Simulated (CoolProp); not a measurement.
Ammonia at 304.37 K and 0.852 MPa is throttled through a valve to 0.385 MPa with no heat exchange. Each further row changes one setting.

The numbers come from the reference Helmholtz-energy equation of state, Gao 2020 in CoolProp.

```tsv
case	temperature change (K)	final density (kg/m³)
as stated	…	…
outlet pressure 0.115 MPa	-21.2	…
outlet pressure 0.501 MPa	…	…
```

Task: What belongs in the gaps?

Result: 
- as stated, temperature change (K): -12.6
- as stated, final density (kg/m³): 2.83
- outlet pressure 0.115 MPa, final density (kg/m³): 0.844
- outlet pressure 0.501 MPa, temperature change (K): -9.2
- outlet pressure 0.501 MPa, final density (kg/m³): 3.69
